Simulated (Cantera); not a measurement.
A closed system holds: 1 mol Fe3O4, 0.021 mol HCl, 0.01 mol Cl2, held at 1075 °C and 7.50 Torr.

Cantera equilibrium calculation (NASA polynomials, part measured and part estimated; ideal gas, pure solids and liquids). Candidate condensed phases: Fe, FeCl2, FeCl3, FeO, Fe(OH)2, Fe(OH)3, Fe2O3, Fe3O4, H2O; 22 gas species. Mutual solubility and eutectic melting of coexisting phases are not modelled. Kinetics and transport are ignored.

Base state: HCl 0.626, FeCl2 0.294, H2O 0.0243, FeCl3 0.0235, Cl 0.0164, O2 0.00775, Cl2 0.00761, Fe2Cl4 0.000121 (mole fractions); condensed: Fe2O3(s) + Fe3O4(s).

### Question
What changes in the equilibrium state with this change: temperature from 1075 °C to 1002 °C?

### Answer
| species | before | after |
|---|---|---|
| HCl | 0.626 | 0.649 |
| FeCl2 | 0.294 | 0.290 |
| FeCl3 | 0.0235 | 0.0310 |
| Cl | 0.0164 | 0.00659 |
| H2O | 0.0243 | 0.0183 |
| O2 | 0.00775 | 0.000706 |
| OH | 1.23e-5 | 2.54e-6 |
| Fe2Cl4 | 0.000121 | 0.000241 |
| Cl2 | 0.00761 | 0.00444 |
| Fe2O3(s), mol | 0.0359 | 0.0376 |
| Fe3O4(s), mol | 0.973 | 0.972 |

### Question
What changes in the equilibrium state with this change: pressure from 7.50 Torr to 17.3 Torr?

### Answer
```tsv
species	before	after
HCl	0.626	0.632
FeCl2	0.294	0.286
FeCl3	0.0235	0.0342
Cl	0.0164	0.0106
H2O	0.0243	0.0255
O2	0.00775	0.00337
Fe2Cl4	0.000121	0.000263
Fe2O3(s), mol	0.0359	0.0365
Fe3O4(s), mol	0.973	0.972
```

### Question
What changes in the equilibrium state with this change: temperature from 1075 °C to 825 °C?

### Answer
| species | before | after |
|---|---|---|
| HCl | 0.626 | 0.683 |
| FeCl2 | 0.294 | 0.246 |
| FeCl3 | 0.0235 | 0.0599 |
| Cl | 0.0164 | 0.000418 |
| H2O | 0.0243 | 0.00770 |
| O2 | 0.00775 | 5.42e-7 |
| OH | 1.23e-5 | 2.31e-8 |
| Fe2Cl6 | 1.72e-7 | 1.65e-5 |
| Fe2O3(s), mol | 0.0359 | 0.0365 |
| Fe3O4(s), mol | 0.973 | 0.973 |
